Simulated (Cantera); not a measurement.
A perfectly stirred reactor is fed with 4.98 % CH₄, 24.4 % O₂, 70.6 % N₂, at 0.878 atm; it is adiabatic with a 525 K inlet, and is followed from long to short residence time, starting on the burning branch (τ in s: 0.25, 0.093, 0.035, 0.013, 0.0049, 0.0018, 0.00069, 0.00026, 9.6e-05, 3.6e-05, 1.4e-05).

Computed with Cantera and GRI-Mech 3.0 (53 species, 325 reactions).

Q: Predict: blow-out, bracketed by the residence times tried; x(CH₄) at τ = 0.250 s; x(O₂) at τ = 0.250 s; x(NO) at τ = 0.250 s; x(H₂) at τ = 0.250 s; x(CO₂) at τ = 0.250 s; x(CH₄) at τ = 1.80 ms; x(O₂) at τ = 1.80 ms; x(NO) at τ = 1.80 ms; x(H₂) at τ = 1.80 ms; x(CO₂) at τ = 1.80 ms.

A: 
| Item | Value |
|---|---|
| blow-out, bracketed by the residence times tried | burning at 0.690 ms, out at 0.260 ms |
| x(CH₄) at τ = 0.250 s | 8.90e-6 |
| x(O₂) at τ = 0.250 s | 0.144 |
| x(NO) at τ = 0.250 s | 5.09e-6 |
| x(H₂) at τ = 0.250 s | 2.52e-5 |
| x(CO₂) at τ = 0.250 s | 0.0496 |
| x(CH₄) at τ = 1.80 ms | 0.000229 |
| x(O₂) at τ = 1.80 ms | 0.146 |
| x(NO) at τ = 1.80 ms | 1.72e-6 |
| x(H₂) at τ = 1.80 ms | 0.000598 |
| x(CO₂) at τ = 1.80 ms | 0.0449 |
